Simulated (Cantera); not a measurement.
An isothermal, constant-pressure homogeneous reactor starts with 0.760 % CO, 1.56 % O₂, 0.205 % H₂O, 97.5 % N₂, at 1300 K and 4.93 atm.

Model: GRI-Mech 3.0 (53 species, 325 reactions), integrated in Cantera.

x: mole fraction; the columns are a selection and need not sum to one.

```tsv
t (s)	x CO	x O₂	x H₂O	x N₂O	x H₂O₂	x OH
0.000400	0.00760	0.0156	0.00205	3.38e-10	3.72e-11	4.04e-8
0.00108	0.00745	0.0155	0.00204	7.38e-8	7.17e-8	7.75e-6
0.00292	…	0.0140	0.00202	1.48e-6	9.36e-8	1.82e-5
0.00787	…	0.0126	0.00204	2.91e-6	3.85e-8	1.18e-5
0.0213	…	0.0120	0.00205	3.58e-6	7.83e-9	6.57e-6
0.0574	…	0.0119	0.00205	3.20e-6	1.26e-9	3.27e-6
0.155	…	0.0118	0.00205	1.76e-6	2.50e-10	1.49e-6
0.418	…	0.0118	0.00205	3.33e-7	6.97e-11	7.86e-7
1.13	…	0.0118	0.00205	2.17e-8	2.86e-11	5.03e-7
3.05	4.83e-9	0.0118	0.00205	1.74e-8	2.74e-11	4.92e-7
8.23	4.83e-9	0.0118	0.00205	1.74e-8	2.74e-11	4.92e-7
22.2	4.83e-9	0.0118	0.00205	1.74e-8	2.74e-11	4.92e-7
60.0	4.83e-9	0.0118	0.00205	1.74e-8	2.74e-11	4.92e-7
```

Problem. What belongs in the gaps?

Solution. 
- 0.00292, x CO: 0.00451
- 0.00787, x CO: 0.00155
- 0.0213, x CO: 0.000293
- 0.0574, x CO: 2.88e-5
- 0.155, x CO: 1.62e-6
- 0.418, x CO: 4.79e-8
- 1.13, x CO: 5.37e-9
